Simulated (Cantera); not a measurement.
Input: 1 mol CCl4, 0.55 mol F2, equilibrated at 1225 °C and 1000 Pa.

Equilibrium computed with Cantera from the NASA thermochemical tables; the gas is ideal and each condensed phase is pure. Candidate condensed phases: C; 27 gas species. Gases not in the tables: C2F6 and larger saturated fluorocarbons. Kinetics and transport are ignored.

Base state: Cl2 0.496, Cl 0.406, CF4 0.0923, CClF3 0.00527, CCl2F2 0.000251, CF2 0.000126, ClF 8.72e-5, F 3.33e-5 (mole fractions); condensed: C(graphite).

Problem. What changes in the equilibrium state with this change: F2 from 0.55 to 0.071 mol?

Solution. 
```
species             before     after
----------------  --------  --------
Cl2                  0.496     0.556
Cl                   0.406     0.430
CF4                 0.0923    0.0127
CF3                1.62e-5   3.66e-6
CClF3              0.00527   0.00126
CF2               0.000126   4.68e-5
CCl2F2            0.000251  0.000104
F                  3.33e-5   2.03e-5
C(graphite), mol     0.721     0.963
```

Problem. What changes in the equilibrium state with this change: CCl4 replaced by C2F6?

Solution. 
| species | before | after |
|---|---|---|
| CF4 | 0.0923 | 0.999 |
| CF2 | 0.000126 | 0.000416 |
| CF3 | 1.62e-5 | 9.69e-5 |
| Cl2 | 0.496 | 0 |
| Cl | 0.406 | 0 |
| CClF3 | 0.00527 | 0 |
| CCl2F2 | 0.000251 | 0 |
| ClF | 8.72e-5 | 0 |
| C(graphite), mol | 0.721 | 0.225 |
The feed counts by its element totals alone.

Problem. What changes in the equilibrium state with this change: temperature from 1225 °C to 2152 °C?

Solution. 
```tsv
species	before	after
Cl	0.406	0.815
F	3.33e-5	0.141
CF2	0.000126	0.0388
Cl2	0.496	0.000830
CF4	0.0923	0.000377
CF	5.40e-9	0.00363
CCl2F2	0.000251	1.45e-8
C(graphite), mol	0.721	0.789
```
